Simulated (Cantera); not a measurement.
Equilibrium for metals in furnace atmospheres: Fe + NH₃ + H₂

Input: 1 mol Fe, 15 mol NH₃, 2 mol H₂, held at 1000 Pa.

Cantera equilibrium calculation (NASA polynomials, part measured and part estimated; ideal gas, pure solids and liquids). Candidate condensed phases: Fe; 10 gas species. Rates play no part.

From 1548 K to 1648 K the condensed part is Fe(γ). From 1698 K to 1798 K the condensed part is Fe(δ). From 1848 K to 1948 K the condensed part is Fe(l). From 1998 K to 2048 K nothing is condensed. The main Fe-bearing gas is Fe throughout.

```csv
T (K),x H₂,x N₂,x Fe,x H,x NH₃,n Fe(γ),n Fe(δ),n Fe(l)
1548,0.765,0.234,4.03e-5,0.000269,1.74e-7,0.999,0,0
1598,0.765,0.234,0.000106,0.000466,1.52e-7,0.997,0,0
1648,0.765,0.234,0.000261,0.000779,1.34e-7,0.992,0,0
1698,0.764,0.234,0.000609,0.00126,1.18e-7,0,0.980,0
1748,0.763,0.234,0.00135,0.00200,1.05e-7,0,0.957,0
1798,0.761,0.233,0.00286,0.00307,9.39e-8,0,0.908,0
1848,0.757,0.232,0.00570,0.00461,8.41e-8,0,0,0.816
1898,0.751,0.231,0.0109,0.00678,7.53e-8,0,0,0.647
1948,0.742,0.229,0.0200,0.00973,6.71e-8,0,0,0.344
1998,0.730,0.226,0.0301,0.0137,5.98e-8,0,0,0
2048,0.726,0.225,0.0300,0.0191,5.45e-8,0,0,0
```
x: gas mole fraction; n: condensed amount in mol.
